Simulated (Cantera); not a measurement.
**Carbon deposition, reforming and gasification: C6H6 + H2 + CO2**

Charge: 1 mol C6H6, 2 mol H2, a varied amount of CO2, held at 1100 K and 0.0920 bar.

Cantera equilibrium calculation (NASA polynomials, part measured and part estimated; ideal gas, pure solids and liquids). Candidate condensed phases: C, C6H6, C7H8, C8H18, H2O; 110 gas species. Rates play no part.

```json
[
 {"n(CO2) (mol)": "0.041", "log p H2": "-1.04", "log p CO": "-2.83", "log p CH4": "-3.53", "log p H2O": "-4.92", "log p CO2": "-6.72", "log p H": "-8.11", "log p C2H4": "-8.14", "n C(graphite)": "5.94"},
 {"n(CO2) (mol)": "0.06", "log p H2": "-1.05", "log p CO": "-2.67", "log p CH4": "-3.54", "log p H2O": "-4.76", "log p CO2": "-6.39", "log p H": "-8.11", "log p C2H4": "-8.14", "n C(graphite)": "5.93"},
 {"n(CO2) (mol)": "0.087", "log p H2": "-1.05", "log p CO": "-2.51", "log p CH4": "-3.55", "log p H2O": "-4.61", "log p CO2": "-6.08", "log p H": "-8.11", "log p C2H4": "-8.15", "n C(graphite)": "5.90"},
 {"n(CO2) (mol)": "0.13", "log p H2": "-1.06", "log p CO": "-2.34", "log p CH4": "-3.56", "log p H2O": "-4.45", "log p CO2": "-5.74", "log p H": "-8.12", "log p C2H4": "-8.17", "n C(graphite)": "5.86"},
 {"n(CO2) (mol)": "0.18", "log p H2": "-1.07", "log p CO": "-2.21", "log p CH4": "-3.58", "log p H2O": "-4.33", "log p CO2": "-5.48", "log p H": "-8.12", "log p C2H4": "-8.18", "n C(graphite)": "5.81"},
 {"n(CO2) (mol)": "0.27", "log p H2": "-1.08", "log p CO": "-2.05", "log p CH4": "-3.61", "log p H2O": "-4.18", "log p CO2": "-5.15", "log p H": "-8.13", "log p C2H4": "-8.21", "n C(graphite)": "5.72"},
 {"n(CO2) (mol)": "0.39", "log p H2": "-1.10", "log p CO": "-1.91", "log p CH4": "-3.65", "log p H2O": "-4.06", "log p CO2": "-4.87", "log p H": "-8.14", "log p C2H4": "-8.25", "n C(graphite)": "5.60"},
 {"n(CO2) (mol)": "0.56", "log p H2": "-1.13", "log p CO": "-1.78", "log p CH4": "-3.70", "log p H2O": "-3.95", "log p CO2": "-4.61", "log p H": "-8.15", "log p C2H4": "-8.30", "n C(graphite)": "5.44"},
 {"n(CO2) (mol)": "0.82", "log p H2": "-1.16", "log p CO": "-1.65", "log p CH4": "-3.77", "log p H2O": "-3.86", "log p CO2": "-4.35", "log p H": "-8.17", "log p C2H4": "-8.37", "n C(graphite)": "5.18"}
]
```
log p: log10 of the partial pressure in bar; n: condensed amount in mol.

From 0.041 mol CO2 to 0.82 mol CO2 the condensed part is C(graphite). The main C-bearing gas is CO throughout. The share of C in condensed phases is highest at 0.041 mol CO2 (98.4 %) and lowest at 0.82 mol CO2 (76.0 %).
